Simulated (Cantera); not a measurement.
Input: 1 mol SiO₂, 19 mol H₂, equilibrated at 1023 K and 0.520 bar.

These are equilibrium values from Cantera (NASA tables, ideal gas, pure condensed phases), not measurements of a reactor. Candidate condensed phases: H₂O, Si, SiO₂; 18 gas species. Equilibrium is a limit: real reactors are often held back by kinetics, nucleation or transport.

What is the equilibrium state?


| Property | Result |
|---|---|
| x(H₂) | 1.00 |
| n(SiO₂(β-quartz)) | 1.00 mol |
| gas amount | 19.00 mol |
| log10 activity of Si(s) (absent) | -1.63 |
